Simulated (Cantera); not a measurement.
Feed: 1 mol Fe2O3, a varied amount of H2, held at 90.0 mbar.

Equilibrium computed with Cantera from the NASA thermochemical tables; the gas is ideal and each condensed phase is pure. Candidate condensed phases: Fe, FeO, Fe(OH)2, Fe(OH)3, Fe2O3, Fe3O4, H2O; 12 gas species. The numbers say what is thermodynamically allowed, not how fast it happens.

Question: What condenses at these points (T in K, n(H2) in mol): (1650, 380); (2000, 860); (1750, 1500); (1700, 700); (1900, 2000)?

Answer: 
| T (K) | n(H2) in mol | condensed phases | Fe condensed (%) |
|---|---|---|---|
| 1650 | 380 | Fe | 99.4 |
| 2000 | 860 | gas only | 0.0 |
| 1750 | 1500 | Fe | 88.4 |
| 1700 | 700 | Fe | 97.6 |
| 1900 | 2000 | gas only | 0.0 |
